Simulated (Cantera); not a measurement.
Charge: 1 mol Fe2O3, 2.5 mol CO, 0.24 mol H2, at 775 °C and 1 atm.

These are equilibrium values from Cantera (NASA tables, ideal gas, pure condensed phases), not measurements of a reactor. Candidate condensed phases: C, C6H6, C7H8, C8H18, Fe, Fe(CO)5, FeO, Fe(OH)2, Fe(OH)3, Fe2O3, Fe3O4, H2O; 114 gas species. The tables' stoichiometric FeO is somewhat more stable than real wüstite, so its field is too wide. FeO: taken at fixed stoichiometry. Kinetics and transport are ignored.

Base state: CO 0.576, CO2 0.336, H2 0.0587, H2O 0.0288, CH4 4.52e-5 (mole fractions); condensed: FeO(s).

Problem. What changes in the equilibrium state with this change: CO from 2.5 to 5.1 mol?

Solution. 
```
species       before    after
-----------  -------  -------
CO             0.576    0.772
CO2            0.336    0.183
H2            0.0587   0.0373
H2O           0.0288  0.00748
CH4          4.52e-5  6.02e-5
FeO(s), mol     2.00     1.98
Fe(α), mol         0   0.0190
```
Mutual solubility and eutectic melting of coexisting phases are not modelled.
